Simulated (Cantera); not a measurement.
Charge: 1 mol Si3N4, 7.7 mol HCl, 0.66 mol N2, at 1225 K and 0.0100 bar.

Equilibrium computed with Cantera from the NASA thermochemical tables; the gas is ideal and each condensed phase is pure. Candidate condensed phases: NH4Cl, Si, Si3N4; 28 gas species. The tables' values for SiCl3 are old estimates; treat these amounts as uncertain. The numbers say what is thermodynamically allowed, not how fast it happens.

Base state: HCl 0.486, H2 0.233, N2 0.162, SiCl4 0.109, SiCl3 0.00620, SiCl2 0.00278, SiHCl3 0.00163 (mole fractions); condensed: Si3N4(s).

What changes in the equilibrium state with this change: temperature from 1225 K to 1650 K?


```csv
species,before,after
H2,0.233,0.274
SiCl2,0.00278,0.256
N2,0.162,0.244
HCl,0.486,0.214
SiCl4,0.109,0.00101
SiCl3,0.00620,0.0108
SiCl,<1e-9,0.000108
Si,<1e-9,1.15e-5
H,1.50e-6,0.000475
Cl,2.70e-6,0.000291
"Si3N4(s), mol",0.677,0.0988
```
The tables' values for SiCl3, SiCl are old estimates; treat these amounts as uncertain.

What changes in the equilibrium state with this change: pressure from 0.0100 bar to 0.0410 bar?


```json
[
 {"species": "HCl", "before": "0.486", "after": "0.459"},
 {"species": "H2", "before": "0.233", "after": "0.248"},
 {"species": "N2", "before": "0.162", "after": "0.166"},
 {"species": "SiCl4", "before": "0.109", "after": "0.120"},
 {"species": "SiCl2", "before": "0.00278", "after": "0.000890"},
 {"species": "SiCl3", "before": "0.00620", "after": "0.00367"},
 {"species": "Si3N4(s), mol", "before": "0.677", "after": "0.661"}
]
```
